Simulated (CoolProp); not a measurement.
Vapour-liquid equilibrium of R143a (1) + propane (2) at 232.2 K; x and y are mole fractions of (1).

Model: multi-fluid Helmholtz-energy mixture model, Lemmon and Jacobsen 2000 and Lemmon 2009; pair parameters Bell 2016, in CoolProp.

```csv
x,"bubble pressure, mixture model (MPa)","bubble pressure, Raoult's law (MPa)","y, mixture model","y, Raoult's law"
0.05,…,0.1081,0.206,0.063
0.15,…,0.1109,0.382,0.183
0.25,0.1672,0.1138,0.458,0.297
0.35,0.1728,0.1167,0.500,0.406
0.45,0.1754,0.1195,0.531,0.509
0.55,0.1764,0.1224,0.560,0.608
0.65,0.1757,0.1253,…,0.702
0.75,0.1723,0.1281,0.646,0.792
0.85,0.1643,0.1310,0.728,0.878
0.95,0.1480,0.1338,0.876,0.960
```

### Question
Fill in the missing entries.

### Answer

- 0.05, bubble pressure, mixture model (MPa): 0.1292
- 0.15, bubble pressure, mixture model (MPa): 0.1552
- 0.65, y, mixture model: 0.595

The largest gap from Raoult's law is +48.1 % in bubble pressure, at x = 0.35. y crosses x between x = 0.55 and 0.65: the model has an azeotrope there.

Pair parameters are fitted to limited data, so mixtures are less certain than the pure fluids.
